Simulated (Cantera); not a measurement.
Pyrogenic steam for wet oxidation

An isothermal, constant-pressure homogeneous reactor starts with 6.86 % H₂, 4.90 % O₂, 88.2 % N₂, equivalence ratio 0.70, at 1400 K and 100.0 Torr.

Cantera simulation using GRI-Mech 3.0 (53 species, 325 reactions); the numbers are that mechanism's predictions, not measurements. The temperature is held fixed by assumption; the heat of reaction is taken as removed at once.

| t (s) | x H₂ | x O₂ | x NO | x H₂O₂ | x HO₂ |
|---|---|---|---|---|---|
| 0.000700 | 0.00901 | 0.0215 | 1.54e-6 | 1.55e-7 | 1.19e-6 |
| 0.00206 | 0.00799 | 0.0202 | 8.56e-6 | 1.66e-7 | 1.16e-6 |
| 0.00606 | 0.00547 | 0.0179 | 1.63e-5 | 1.72e-7 | 1.07e-6 |
| 0.0178 | 0.00204 | 0.0158 | 1.95e-5 | 1.32e-7 | 8.94e-7 |
| 0.0524 | 0.000334 | 0.0152 | 1.99e-5 | 5.09e-8 | 4.85e-7 |
| 0.154 | 3.96e-5 | 0.0152 | 1.99e-5 | 1.15e-8 | 1.05e-7 |
| 0.454 | 6.64e-6 | 0.0152 | 1.99e-5 | 2.62e-9 | 2.13e-8 |
| 1.34 | 1.71e-6 | 0.0152 | 1.99e-5 | 7.78e-10 | 8.08e-9 |
| 3.93 | 7.96e-7 | 0.0152 | 1.99e-5 | 3.92e-10 | 6.49e-9 |
| 11.6 | 7.18e-7 | 0.0152 | 1.99e-5 | 3.58e-10 | 6.43e-9 |
| 34.0 | 7.18e-7 | 0.0152 | 1.99e-5 | 3.58e-10 | 6.43e-9 |
| 100 | 7.18e-7 | 0.0152 | 1.99e-5 | 3.58e-10 | 6.43e-9 |
x: mole fraction; the columns are a selection and need not sum to one.

Equilibrium at this temperature and pressure: H₂ 7.20e-7, O₂ 0.0151, NO 0.000210, H₂O₂ 3.57e-10, HO₂ 6.40e-9 (gas phase only).
